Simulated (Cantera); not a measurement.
Feed: 1 mol C₆H₆, 1.2 mol O₂, 2.3 mol N₂, equilibrated at 0.000170 bar.

Cantera equilibrium calculation (NASA polynomials, part measured and part estimated; ideal gas, pure solids and liquids). Candidate condensed phases: C, C₆H₆, C₇H₈, C₈H₁₈, H₂O; 136 gas species. Kinetics and transport are ignored. All values below are at 952 °C.

Base state: H₂ 0.390, CO 0.312, N₂ 0.299, HCN 3.33e-5, H 1.49e-5 (mole fractions); condensed: C(graphite).

Q: What changes in the equilibrium state with this change: pressure from 0.000170 bar to 0.800 bar?

A: 
```csv
species,before,after
H₂,0.390,0.386
CO,0.312,0.309
N₂,0.299,0.300
H₂O,4.06e-7,0.00188
NH₃,3.85e-9,1.79e-5
CO₂,2.21e-7,0.00102
CH₄,3.39e-7,0.00157
"C(graphite), mol",3.60,3.61
```
